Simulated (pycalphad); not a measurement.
**Effect of Si content in Al-Si-Fe**

CALPHAD calculation (pycalphad, COST 507 light-alloy database (1999)), 1 atm. The data set is of 1999 and partly superseded. Amounts are mole fractions of atoms.

| alloy | liquidus (K) | first solid | solidus (K) | phases at 575 K |
|---|---|---|---|---|
| Al-0.1141Si-0.6806Fe (wt.%) | 931 | fcc | 920 | fcc 0.98, ALFESI_ALPHA 0.01, AL13FE4 under 0.01 |
| Al-0.2282Si-0.6806Fe (wt.%) | 930 | fcc | 914 | fcc 0.98, ALFESI_ALPHA 0.01, ALFESI_BETA under 0.01 |
| Al-0.4459Si-0.6805Fe (wt.%) | 929 | fcc | 907 | fcc 0.98, ALFESI_BETA 0.02, diamond (Si) under 0.01 |
| Al-0.674Si-0.6804Fe (wt.%) | 927 | fcc | 897 | fcc 0.98, ALFESI_BETA 0.02, diamond (Si) under 0.01 |
| Al-1.337Si-0.6803Fe (wt.%) | 923 | fcc | 873 | fcc 0.97, ALFESI_BETA 0.02, diamond (Si) 0.01 |
| Al-1.783Si-0.6801Fe (wt.%) | 921 | fcc | 851 | fcc 0.96, ALFESI_BETA 0.02, diamond (Si) 0.01 |

Database names, with the compositions (at.%) that they take in these runs: AL13FE4: Al 76 Fe 24; ALFESI_ALPHA: Al 71-74 Fe 19 Si 7-10; ALFESI_BETA: Al 70 Si 15 Fe 15.
